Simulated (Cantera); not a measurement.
A closed system holds: 1 mol Pb, 7 mol H2, 0.071 mol O2, held at 1525 K and 14000 Pa.

Cantera equilibrium calculation (NASA polynomials, part measured and part estimated; ideal gas, pure solids and liquids). Candidate condensed phases: H2O, Pb, PbO, PbO2, Pb3O4; 12 gas species. The numbers say what is thermodynamically allowed, not how fast it happens.

Base state: H2 0.857, Pb 0.125, H2O 0.0177, H 5.85e-5, Pb2 3.44e-5 (mole fractions); condensed: gas only.

Question: What changes in the equilibrium state with this change: temperature from 1525 K to 573.15 K?

Answer: 
```csv
species,before,after
H2,0.857,0.980
H2O,0.0177,0.0203
Pb,0.125,<1e-9
H,5.85e-5,<1e-9
Pb2,3.44e-5,<1e-9
"Pb(s), mol",0,1.00
```

Question: What changes in the equilibrium state with this change: pressure from 14000 Pa to 38.0 Pa?

Answer: 
| species | before | after |
|---|---|---|
| H2 | 0.857 | 0.856 |
| Pb | 0.125 | 0.125 |
| H2O | 0.0177 | 0.0177 |
| H | 5.85e-5 | 0.00112 |
| Pb2 | 3.44e-5 | 9.34e-8 |
